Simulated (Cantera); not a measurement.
A Cantera script and what it prints.

```python
import numpy as np
import cantera as ct

gas_names = """
    CL CL2 H HCL H2 Si SiCL SiCL2 SiCL3 SiCL4 SiH SiHCL3 SiH2 SiH2CL2 SiH3 SiH3CL SiH4 Si2 Si3
""".split()
cond_names = """
    Si(cr) Si(L)
""".split()


# ... load() reads the species with a 1 bar reference pressure and builds the phases ...
atoms = {
    'SiCl4': {'Si': 1, 'CL': 4},
    'HCl': {'H': 1, 'CL': 1},
    'H2': {'H': 2},
}
top_T = {}  # K; cautious upper limits of use, not melting points


# ... equilibrate(T, P, feed) seeds the gas with the atoms and calls Mixture.equilibrate('TP', solver="vcs", rtol=1e-11, max_steps=5000) ...
results = []
feed = {'SiCl4': 1, 'HCl': 0.79, 'H2': 15}  # mol
P = 10000  # Pa
for T in [573, 773, 973, 1173, 1373, 1573, 1773]:
    mix = equilibrate(T, P, feed)
    results.append((T, P, feed, dict(zip(mix.species_names, mix.species_moles))))
    x = sorted(zip(gas.X, gas.species_names), reverse=True)
    print(f"T = {T:g} K  P = {P:g} Pa  gas = {mix.phase_moles(0):.4g} mol")
    print("   x: " + "  ".join(f"{s} {v:.3e}" for v, s in x if v > 0.0001))
    print("   condensed (mol): " + ("  ".join(f"{mix.phase(i).name} {mix.phase_moles(i):.4g}"
          for i in range(1, mix.n_phases) if mix.phase_moles(i) > 1e-12) or "none"))
```

It prints:

```
T = 573 K  P = 10000 Pa  gas = 16.79 mol
   x: H2 8.934e-01  SiCL4 5.954e-02  HCL 4.707e-02
   condensed (mol): none
T = 773 K  P = 10000 Pa  gas = 16.79 mol
   x: H2 8.927e-01  SiCL4 5.887e-02  HCL 4.775e-02  SiHCL3 6.927e-04
   condensed (mol): none
T = 973 K  P = 10000 Pa  gas = 16.79 mol
   x: H2 8.879e-01  SiCL4 5.413e-02  HCL 5.254e-02  SiHCL3 5.140e-03  SiCL3 2.100e-04
   condensed (mol): none
T = 1173 K  P = 10000 Pa  gas = 16.9 mol
   x: H2 8.688e-01  HCL 7.202e-02  SiCL4 3.891e-02  SiHCL3 1.094e-02  SiCL2 4.638e-03  SiCL3 4.278e-03  SiH2CL2 3.936e-04
   condensed (mol): none
T = 1373 K  P = 10000 Pa  gas = 17.44 mol
   x: H2 8.176e-01  HCL 1.250e-01  SiCL2 3.294e-02  SiCL4 1.084e-02  SiCL3 8.788e-03  SiHCL3 4.486e-03  SiH2CL2 2.746e-04
   condensed (mol): none
T = 1573 K  P = 10000 Pa  gas = 17.72 mol
   x: H2 7.929e-01  HCL 1.505e-01  SiCL2 5.041e-02  SiCL3 4.293e-03  SiCL4 9.613e-04  SiHCL3 6.712e-04  H 1.145e-04
   condensed (mol): none
T = 1773 K  P = 10000 Pa  gas = 17.78 mol
   x: H2 7.879e-01  HCL 1.549e-01  SiCL2 5.422e-02  SiCL3 1.704e-03  H 7.985e-04  CL 1.207e-04  SiHCL3 1.085e-04
   condensed (mol): none
```

These are equilibrium values from Cantera (NASA tables, ideal gas, pure condensed phases), not measurements of a reactor. The tables' values for SiCl3, SiCl are old estimates; treat these amounts as uncertain. Gases not in the tables: Si2H6 and higher silanes.
